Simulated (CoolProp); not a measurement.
A simple Rankine cycle with R1336mzz(E): condensing at 295.15 K, boiler at 0.597 MPa, turbine inlet 374.8 K, turbine efficiency 0.65, pump efficiency 0.8, no recuperator. Each further row changes one setting.

Computed with CoolProp (reference Helmholtz-energy equation of state, Akasaka 2023).

```tsv
case	thermal efficiency (%)	net work (kJ/kg)	heat in (kJ/kg)	turbine exit temperature (K)	volume ratio over the turbine
as stated	6.3	13.2	210	353.4	3.50
turbine inlet 394.8 K	6.2	14.1	(withheld)	373.5	3.46
condensing temperature 287.15 K	(withheld)	16.4	220	349.0	4.70
boiler pressure 0.418 MPa	4.6	9.74	212	360.2	2.41
turbine efficiency 0.55	5.3	(withheld)	210	355.8	3.53
```

### Question
Some entries are withheld; supply them.

### Answer

- turbine inlet 394.8 K, heat in (kJ/kg): 229
- condensing temperature 287.15 K, thermal efficiency (%): 7.5
- turbine efficiency 0.55, net work (kJ/kg): 11.1
